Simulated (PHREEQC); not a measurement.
Make-up at 20 °C: 13 mmol/kgw KHCO3 and 26 mmol/kgw Na2SO4. Closed to the air; pH follows from the charge balance.

Equilibrium calculation in PHREEQC: ion-association model, wateq4f.dat.

Each row changes one thing in this solution. No solid was allowed to form.

```tsv
case	pH	ionic strength (mol/kgw)	SO4-2 (mol/kgw)	HSO4- (mol/kgw)
as made	8.12	0.0851	0.0231	7.62e-9
KHCO3 from 0.013 to 0.065 mol/kgw	8.10	0.134	0.0215	6.69e-9
KHCO3 replaced by KHF2 at the same molality	3.15	0.0853	(withheld)	0.000702
KHCO3 left out	7.21	0.0733	0.0237	6.62e-8
Na2SO4 from 0.026 to 0.0234 mol/kgw	8.13	0.0781	0.0209	6.89e-9
KHCO3 replaced by CO2 at the same molality	4.26	0.0733	0.0236	5.89e-5
diluted 10-fold with water	(withheld)	0.00899	0.00254	9.07e-10
Na2SO4 replaced by Al2(SO4)3 at the same molality	5.47	(withheld)	0.0281	3.84e-6
```

Task: Complete the blanks.

Result: 
- KHCO3 replaced by KHF2 at the same molality, SO4-2 (mol/kgw): 0.0225
- diluted 10-fold with water, pH: 8.27
- Na2SO4 replaced by Al2(SO4)3 at the same molality, ionic strength (mol/kgw): 0.115

Complexes and solids missing from the database can't appear. Some of these states are supersaturated (in Basaluminite, Al(OH)3(a), for instance).
